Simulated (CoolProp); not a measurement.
Normal hydrogen along the isotherm 23.6 K: density (kg/m³) from the reference equation and from simpler models built on Tc = 33.1 K, pc = 1296 kPa, ω = -0.219; each cubic takes its own stable root.

Computed with CoolProp (reference Helmholtz-energy equation of state, Leachman 2009).

| p (kPa) | phase | reference |
|---|---|---|
| 926 | liquid | 68.03 |
| 1850 | liquid | 69.48 |
| 2780 | liquid | 70.74 |
| 3700 | liquid | 71.86 |
| 4630 | liquid | 72.88 |
| 5560 | liquid | 73.82 |
| 6480 | liquid | 74.67 |
| 7410 | liquid | 75.48 |
| 8330 | liquid | 76.24 |
| 9260 | liquid | 76.96 |
| 10200 | liquid | 77.64 |
| 11100 | liquid | 78.27 |
| 12000 | liquid | 78.87 |
| 13000 | liquid | 79.51 |

Task: How far does each simpler model (van der Waals, Redlich-Kwong, Peng-Robinson) lie from the reference over these 14 states: mean and median of the absolute difference, and the worst?

Result: 
- van der Waals: mean 19.5 %, median 19.4 %, worst -20.3 % at 23.6 K and 13000 kPa
- Redlich-Kwong: mean 13.0 %, median 12.8 %, worst +15.6 % at 23.6 K and 926 kPa
- Peng-Robinson: mean 21.5 %, median 21.6 %, worst +21.8 % at 23.6 K and 5560 kPa
